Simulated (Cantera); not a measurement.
Gas mixture: NO : N₂O = 0.9 : 0.93 (molar parts), at 9.87 atm, frozen composition.

Cantera's kinetic-theory transport with the Lennard-Jones parameters of GRI-Mech 3.0, ideal gas; thermal conductivity in the mixture-averaged form. The composition is frozen, though it would react at the higher temperatures.

One state of this run: ρ (kg/m³) = 4.96; cp (J/kg/K) = 1182; μ (µPa s) = 38.5; λ (mW/m/K) = 62.3; Pr = 0.730; D (cm²/s) CH₃ = 0.135; D (cm²/s) H₂ = 0.461; D (cm²/s) C₂H₂ = 0.101. D: mixture-averaged diffusion coefficient of that species in the mixture.

Q: Which value of T (K) does it belong to?
A. 900
B. 600
C. 800
D. 1000

A: A, 900
